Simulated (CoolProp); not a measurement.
Vapour-liquid equilibrium of R13 (1) + CHF3 (R23) (2) at 0.435 bar; x and y are mole fractions of (1).

Computed with CoolProp (multi-fluid Helmholtz-energy mixture model, Platzer 1990 and Penoncello 2003; pair parameters Bell 2016). This equation is an older, rougher fit; its heat capacities, sound speeds and derivatives of the liquid may be far off and weren't checked against measurements.

```
x     bubble temperature, mixture model (K)  bubble temperature, Raoult's law (K)  y, mixture model  y, Raoult's law
----  -------------------------------------  ------------------------------------  ----------------  ---------------
0.05                                  175.6                                 177.7             0.174            0.051
0.2                                   172.8                                 177.6             0.394            0.204
0.35                                  172.0                                 177.5             0.470            0.356
0.5                                   171.8                                 177.5             0.511            0.507
0.65                                  171.9                                 177.4             0.553            0.656
0.8                                   172.7                                 177.4             0.631            0.805
0.95                                  175.3                                 177.3             0.841            0.951
```

The largest gap from Raoult's law is -5.7 K in bubble temperature, at x = 0.5. y crosses x between x = 0.5 and 0.65: the model has an azeotrope there.

Pair parameters are fitted to limited data, so mixtures are less certain than the pure fluids.
